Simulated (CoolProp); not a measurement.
R1132(E) along the isotherm 245 K: Z from the reference equation and from simpler models built on Tc = 348.8 K, pc = 5.174 MPa, ω = 0.245; each cubic takes its own stable root.

Model: reference Helmholtz-energy equation of state, Akasaka 2024, in CoolProp.

```json
[
 {"p (MPa)": "0.259", "phase": "gas", "reference": "0.9391", "Redlich-Kwong": "0.9525", "Peng-Robinson": "0.9451"},
 {"p (MPa)": "0.517", "phase": "liquid", "reference": "0.01501", "Redlich-Kwong": "0.01723", "Peng-Robinson": "0.01464"},
 {"p (MPa)": "0.776", "phase": "liquid", "reference": "0.02251", "Redlich-Kwong": "0.02583", "Peng-Robinson": "0.02196"},
 {"p (MPa)": "1.03", "phase": "liquid", "reference": "0.02986", "Redlich-Kwong": "0.03425", "Peng-Robinson": "0.02913"},
 {"p (MPa)": "1.29", "phase": "liquid", "reference": "0.03738", "Redlich-Kwong": "0.04284", "Peng-Robinson": "0.03645"},
 {"p (MPa)": "1.55", "phase": "liquid", "reference": "0.04489", "Redlich-Kwong": "0.05141", "Peng-Robinson": "0.04376"},
 {"p (MPa)": "1.81", "phase": "liquid", "reference": "0.05239", "Redlich-Kwong": "0.05996", "Peng-Robinson": "0.05106"},
 {"p (MPa)": "2.07", "phase": "liquid", "reference": "0.05988", "Redlich-Kwong": "0.06849", "Peng-Robinson": "0.05836"},
 {"p (MPa)": "2.33", "phase": "liquid", "reference": "0.06736", "Redlich-Kwong": "0.07700", "Peng-Robinson": "0.06564"},
 {"p (MPa)": "2.59", "phase": "liquid", "reference": "0.07484", "Redlich-Kwong": "0.08550", "Peng-Robinson": "0.07291"}
]
```
